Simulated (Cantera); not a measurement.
Cantera run:

```python
import numpy as np
import cantera as ct

gas_names = """
    F F2 H HF H2 H2F2 H3F3 H4F4 H5F5 H6F6 H7F7 N NF NF2 NF3 NH NH2 NH3 N2 N2H2 N2H4 Si SiF SiF2 SiF3
    SiF4 SiH SiHF3 SiH2 SiH2F2 SiH3 SiH3F SiH4 SiN Si2 Si2N Si3
""".split()
cond_names = """
    Si(cr) Si(L) Si3N4(a)
""".split()


# ... load() reads the species with a 1 bar reference pressure and builds the phases ...
atoms = {
    'SiF4': {'Si': 1, 'F': 4},
    'NH3': {'N': 1, 'H': 3},
    'H2': {'H': 2},
}
top_T = {'Si3N4(a)': 2400}  # K; cautious upper limits of use, not melting points


# ... equilibrate(T, P, feed) seeds the gas with the atoms and calls Mixture.equilibrate('TP', solver="vcs", rtol=1e-11, max_steps=5000) ...
results = []
T = 1373.15  # K
P = 1333.22  # Pa
for m in [0.83, 1.3, 2.1, 3.3, 5.3, 8.5, 13, 21, 34]:
    feed = {'SiF4': 1, 'NH3': m, 'H2': 16}  # mol
    mix = equilibrate(T, P, feed)
    results.append((T, P, feed, dict(zip(mix.species_names, mix.species_moles))))

top = {s: max(r[3][s] / sum(r[3][g] for g in gas_names) for r in results) for s in gas_names}
cols = sorted((s for s in top if top[s] > 0.0001), key=lambda s: -top[s])[:9]
seen = [c for c in cond_names if any(r[3].get(c, 0) > 1e-12 for r in results)]
print("log10 of partial pressures in bar; condensed amounts in mol")
print(f"{'n(NH3)':>10s}" + "".join(f"{s[:9]:>10s}" for s in cols + seen))
for T, P, feed, n in results:
    ng = sum(n[g] for g in gas_names)
    print(f"{feed['NH3']:10.4g}" + "".join(f"{np.log10(max(n[s] / ng * P / 1e5, 1e-99)):10.3f}" for s in cols)
          + "".join(f"{n.get(c, 0):10.4g}" for c in seen))
```

Output:

```
log10 of partial pressures in bar; condensed amounts in mol
    n(NH3)        H2        N2      SiF4        HF      SiF3     SiHF3      SiF2  Si3N4(a)
      0.83    -1.912    -3.529    -3.192    -4.131    -4.312    -4.715    -5.570         0
       1.3    -1.916    -3.355    -3.215    -4.143    -4.324    -4.730    -5.573         0
       2.1    -1.922    -3.181    -3.250    -4.162    -4.344    -4.752    -5.576         0
       3.3    -1.929    -3.031    -3.299    -4.188    -4.370    -4.783    -5.581         0
       5.3    -1.939    -2.894    -3.371    -4.218    -4.416    -4.833    -5.600 0.0003273
       8.5    -1.950    -2.779    -3.464    -4.228    -4.505    -4.928    -5.685  0.002454
        13    -1.960    -2.697    -3.571    -4.246    -4.599    -5.027    -5.766  0.004943
        21    -1.971    -2.626    -3.716    -4.276    -4.720    -5.153    -5.863  0.008799
        34    -1.980    -2.575    -3.887    -4.315    -4.856    -5.294    -5.965   0.01438
```

Equilibrium computed with Cantera from the NASA thermochemical tables; the gas is ideal and each condensed phase is pure. The tables' values for SiF3, SiF2 are old estimates; treat these amounts as uncertain.
